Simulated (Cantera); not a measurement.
Cantera run:

```python
import numpy as np
import cantera as ct

gas_names = """
    SiH2 H
""".split()
cond_names = """
    Si(cr) Si(L)
""".split()


# ... load() reads the species with a 1 bar reference pressure and builds the phases ...
species = {s.name: s for s in load("nasa_gas.yaml", gas_names) + load("nasa_condensed.yaml", cond_names)}
# Each term lists the table entries of one substance; the one whose range holds T is used.
reactions = {
    'SiH2(g) = 2 H(g) + Si':
        [(-1, ['SiH2']), (2, ['H']), (1, ['Si(cr)', 'Si(L)'])],
}


def pick(names, T):
    return next(species[n] for n in names if species[n].thermo.min_temp <= T <= species[n].thermo.max_temp)


results = []
for label, terms in reactions.items():
    print(label)
    print("     T/K   dH/kJ  dS/(J/K)   dG/kJ   log10 K")
    for T in [1225, 1325, 1425, 1525, 1625, 1725, 1825, 1925]:
        used = [(nu, pick(names, T)) for nu, names in terms]
        dH = sum(nu * s.thermo.h(T) for nu, s in used) / 1e6
        dS = sum(nu * s.thermo.s(T) for nu, s in used) / 1e3
        dG = dH - T * dS / 1e3
        logK = -dG * 1e6 / (ct.gas_constant * T * np.log(10))
        results.append((label, T, dH, dS, dG, logK, [s.name for _, s in used]))
        print(f"{T:8g} {dH:8.1f} {dS:8.1f} {dG:8.1f} {logK:8.2f}")
```

Output:

```
SiH2(g) = 2 H(g) + Si
     T/K   dH/kJ  dS/(J/K)   dG/kJ   log10 K
    1225    205.5     66.2    124.3    -5.30
    1325    206.6     67.1    117.7    -4.64
    1425    207.8     68.0    110.9    -4.07
    1525    209.0     68.8    104.1    -3.57
    1625    210.3     69.6     97.2    -3.12
    1725    261.7    100.0     89.1    -2.70
    1825    262.7    100.6     79.1    -2.26
    1925    263.8    101.2     69.0    -1.87
```

Source: NASA polynomial tables (part measured, part estimated), evaluated in Cantera. Condensed species are held in their standard states even where they would react or evaporate.
